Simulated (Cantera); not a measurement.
Ammonia decomposition in nitride growth gas

An isothermal, constant-pressure homogeneous reactor starts with NH₃ : H₂ = 1 : 0.44 (molar parts), at 1975 K and 100.0 Torr.

Model: the gas-phase N/H chemistry of the illustrative SiF4/NH3 mechanism in the Surface Chemkin manual (1991), integrated in Cantera. Walls and surfaces, which speed up NH3 decomposition in real reactors, are not modelled.

```tsv
t (s)	x NH₃	x H₂	x NH₂	x H	x N₂H₂	x N
1.00e-5	0.694	0.306	1.27e-5	2.21e-6	1.58e-10	<1e-12
2.64e-5	0.694	0.306	3.39e-5	5.44e-6	2.03e-9	1.83e-11
6.96e-5	0.694	0.306	8.96e-5	1.39e-5	2.05e-8	5.15e-10
0.000184	0.694	0.306	0.000234	3.61e-5	1.87e-7	1.04e-8
0.000484	0.694	0.306	0.000569	8.74e-5	1.54e-6	1.39e-7
0.00128	0.691	0.307	0.000890	0.000138	4.61e-6	4.84e-7
0.00337	0.685	0.311	0.000910	0.000144	4.87e-6	5.24e-7
0.00890	0.670	0.322	0.000895	0.000150	4.70e-6	5.32e-7
0.0235	0.632	0.349	0.000860	0.000166	4.29e-6	5.50e-7
0.0619	0.544	0.411	0.000778	0.000205	3.45e-6	5.87e-7
0.163	0.379	0.527	0.000612	0.000296	2.11e-6	6.46e-7
0.431	0.170	0.675	0.000359	0.000496	7.77e-7	7.08e-7
1.14	0.0297	0.773	0.000112	0.00102	1.06e-7	7.52e-7
3.00	0.000448	0.792	5.28e-6	0.00324	4.92e-10	3.49e-7
```
x: mole fraction; the columns are a selection and need not sum to one.

Equilibrium at this temperature and pressure: NH₃ 8.87e-7, H₂ 0.792, NH₂ 1.08e-8, H 0.00336, N₂H₂ <1e-12, N 7.72e-10 (gas phase only).
